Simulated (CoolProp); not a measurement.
Vapour-liquid equilibrium of carbon dioxide (1) + sulfur dioxide (2) at 227.6 K; x and y are mole fractions of (1).

The numbers come from the multi-fluid Helmholtz-energy mixture model, Span 1996 and Gao 2016; pair parameters Bell 2016 in CoolProp.

| x | bubble pressure (kPa) | y at the bubble point | dew pressure at overall composition x (kPa) | liquid density (mol/L) |
|---|---|---|---|---|
| 0.05 | 69.09 | 0.785 | 16.19 | 24.36 |
| 0.125 | 147.8 | 0.905 | 17.57 | 24.54 |
| 0.2 | 222.7 | 0.941 | 19.20 | 24.72 |
| 0.275 | 292.8 | 0.958 | 21.16 | 24.90 |
| 0.35 | 357.4 | 0.968 | 23.57 | 25.07 |
| 0.425 | 416.7 | 0.974 | 26.59 | 25.23 |
| 0.5 | 471.1 | 0.979 | 30.50 | 25.39 |
| 0.575 | 521.6 | 0.983 | 35.77 | 25.53 |
| 0.65 | 569.5 | 0.986 | 43.22 | 25.65 |
| 0.725 | 616.6 | 0.989 | 54.60 | 25.75 |
| 0.8 | 664.6 | 0.992 | 74.11 | 25.82 |
| 0.875 | 715.6 | 0.995 | 115.2 | 25.87 |
| 0.95 | 772.2 | 0.998 | 256.9 | 25.87 |

No azeotrope shows between x = 0.05 and 0.95.

The pair parameters rest on a limited set of measurements; away from them the model extrapolates.
